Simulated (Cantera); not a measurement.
Feed: 1 mol Fe3O4, 2.7 mol C, 0.012 mol CO, equilibrated at 0.0110 bar.

Equilibrium computed with Cantera from the NASA thermochemical tables; the gas is ideal and each condensed phase is pure. Candidate condensed phases: C, Fe, Fe(CO)5, FeO, Fe2O3, Fe3O4; 15 gas species. Mutual solubility and eutectic melting of coexisting phases are not modelled. The tables' stoichiometric FeO is somewhat more stable than real wüstite, so its field is too wide. FeO: taken at fixed stoichiometry. Rates play no part.

### Question
Which condensed phases are stable at each of these points (T (°C)): 852, 902, 952, 1002, 1052, 1102, 1152, 1202, 1252, 1302, 1352, 1402, 1452?

### Answer
| T (°C) | condensed phases | Fe condensed (%) |
|---|---|---|
| 852 | Fe(α) + FeO(s) | 100.0 |
| 902 | Fe(α) + FeO(s) | 100.0 |
| 952 | Fe(γ) + FeO(s) | 100.0 |
| 1002 | Fe(γ) + FeO(s) | 100.0 |
| 1052 | Fe(γ) + FeO(s) | 100.0 |
| 1102 | Fe(γ) + FeO(s) | 100.0 |
| 1152 | Fe(γ) + FeO(s) | 100.0 |
| 1202 | Fe(γ) + FeO(s) | 100.0 |
| 1252 | Fe(γ) + FeO(s) | 100.0 |
| 1302 | Fe(γ) + FeO(s) | 100.0 |
| 1352 | Fe(γ) + FeO(s) | 100.0 |
| 1402 | Fe(δ) + FeO(l) | 100.0 |
| 1452 | Fe(δ) + FeO(l) | 99.9 |

From 852 °C to 902 °C the condensed part is Fe(α) + FeO(s). From 952 °C to 1352 °C the condensed part is Fe(γ) + FeO(s). From 1402 °C to 1452 °C the condensed part is Fe(δ) + FeO(l).
